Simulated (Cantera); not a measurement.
A perfectly stirred reactor is fed with 4.18 % CH4, 0.920 % CO, 18.8 % O2, 70.7 % N2, 5.44 % H2O, at 1.97 atm; it is adiabatic with a 700 K inlet, and is followed from long to short residence time, starting on the burning branch (τ in s: 0.025, 0.0099, 0.0039, 0.0015, 0.00061, 0.00024, 9.5e-05, 3.7e-05, 1.5e-05, 5.8e-06).

Cantera simulation using GRI-Mech 3.0 (53 species, 325 reactions); the numbers are that mechanism's predictions, not measurements.

x: mole fraction; the columns are a selection and need not sum to one.

| τ (s) | T (K) | x CH4 | x CO | x O2 | x CH3 | x CH2O | x O | x CO2 |
|---|---|---|---|---|---|---|---|---|
| 0.025 | 1692 | 2.38e-5 | 0.000437 | 0.100 | 4.65e-6 | 2.28e-6 | 8.70e-5 | 0.0508 |
| 0.0099 | 1686 | 4.36e-5 | 0.000832 | 0.100 | 8.16e-6 | 4.39e-6 | 0.000154 | 0.0503 |
| 0.0039 | 1677 | ___ | ___ | 0.100 | ___ | ___ | ___ | 0.0495 |
| 0.0015 | 1659 | 0.000158 | 0.00314 | 0.101 | 2.47e-5 | 1.72e-5 | 0.000467 | 0.0478 |
| 0.00061 | 1627 | 0.000321 | 0.00609 | 0.103 | 4.37e-5 | 3.46e-5 | 0.000714 | 0.0445 |
| 0.00024 | 1548 | 0.000958 | 0.0138 | 0.108 | 0.000101 | 9.31e-5 | 0.000780 | 0.0358 |
| 9.5e-5 | 700 | 0.0418 | 0.00920 | 0.188 | <1e-12 | <1e-12 | <1e-12 | <1e-12 |
| 3.7e-5 | 700 | 0.0418 | 0.00920 | 0.188 | <1e-12 | <1e-12 | <1e-12 | <1e-12 |
| 1.5e-5 | 700 | 0.0418 | 0.00920 | 0.188 | <1e-12 | <1e-12 | <1e-12 | <1e-12 |
| 5.8e-6 | 700 | 0.0418 | 0.00920 | 0.188 | <1e-12 | <1e-12 | <1e-12 | <1e-12 |

**Question.** Some entries are withheld; supply them.

**Answer.** 
- 0.0039, x CH4: 8.11e-5
- 0.0039, x CO: 0.00160
- 0.0039, x CH3: 1.41e-5
- 0.0039, x CH2O: 8.55e-6
- 0.0039, x O: 0.000271
